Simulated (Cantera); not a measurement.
# Sublimation and decomposition of ceramics: Al2O3 + H2

A closed system holds: 1 mol Al2O3, 3.5 mol H2, at 2.10 bar.

Method: chemical equilibrium by Gibbs-energy minimisation in Cantera with the NASA 1993 tables (ideal gas, pure condensed phases). Candidate condensed phases: Al, Al2O3, H2O; 19 gas species. The tables' values for AlOH are old estimates; treat these amounts as uncertain. Rates play no part.

```tsv
T (K)	x H2	x H	x H2O	x Al	n Al2O3(s)	n Al2O3(l)
1548	1.000	2.12e-5	3.99e-7	9.83e-8	1.00	0
1648	1.000	6.14e-5	1.63e-6	4.58e-7	1.000	0
1748	1.000	0.000158	5.75e-6	1.74e-6	1.000	0
1848	1.000	0.000366	1.79e-5	5.56e-6	1.000	0
1948	0.999	0.000779	4.99e-5	1.55e-5	1.000	0
2048	0.998	0.00154	0.000126	3.86e-5	1.000	0
2148	0.997	0.00287	0.000295	8.72e-5	1.000	0
2248	0.994	0.00505	0.000638	0.000182	0.999	0
2348	0.989	0.00848	0.00127	0.000352	0	0.998
2448	0.983	0.0136	0.00228	0.000631	0	0.996
2548	0.973	0.0210	0.00386	0.00108	0	0.994
```
x: gas mole fraction; n: condensed amount in mol.

From 1548 K to 2248 K the condensed part is Al2O3(s). From 2348 K to 2548 K the condensed part is Al2O3(l). The main Al-bearing gas is AlH at 1548 K and Al2O at 2548 K.
